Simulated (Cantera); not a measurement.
**Equilibrium for aluminium and copper etching: Al + Br₂**

Feed: 1 mol Al, a varied amount of Br₂, held at 400 °C and 7700 Pa.

Cantera equilibrium calculation (NASA polynomials, part measured and part estimated; ideal gas, pure solids and liquids). Candidate condensed phases: Al, AlBr₃, Br₂; 7 gas species. Rates play no part.

```csv
n(Br₂) (mol),log p Br₂,log p AlBr₃,log p Al₂Br₆,log p Br,n Al(s)
0.33,<-13,-1.39,-1.44,<-13,0.780
0.4,<-13,-1.39,-1.44,<-13,0.733
0.49,<-13,-1.39,-1.44,<-13,0.673
0.61,<-13,-1.39,-1.44,<-13,0.593
0.74,<-13,-1.39,-1.44,<-13,0.507
0.91,<-13,-1.39,-1.44,<-13,0.393
1.1,<-13,-1.39,-1.44,<-13,0.267
1.4,<-13,-1.39,-1.44,<-13,0.0667
1.7,-1.77,-1.46,-1.59,-5.60,0
2,-1.50,-1.55,-1.76,-5.47,0
2.5,-1.36,-1.65,-1.97,-5.40,0
3.1,-1.29,-1.74,-2.15,-5.36,0
3.7,-1.25,-1.81,-2.29,-5.34,0
```
log p: log10 of the partial pressure in bar; n: condensed amount in mol.

From 0.33 mol Br₂ to 1.4 mol Br₂ the condensed part is Al(s). From 1.7 mol Br₂ to 3.7 mol Br₂ nothing is condensed. The main Al-bearing gas is Al₂Br₆ at 0.33 mol Br₂ and AlBr₃ at 3.7 mol Br₂.
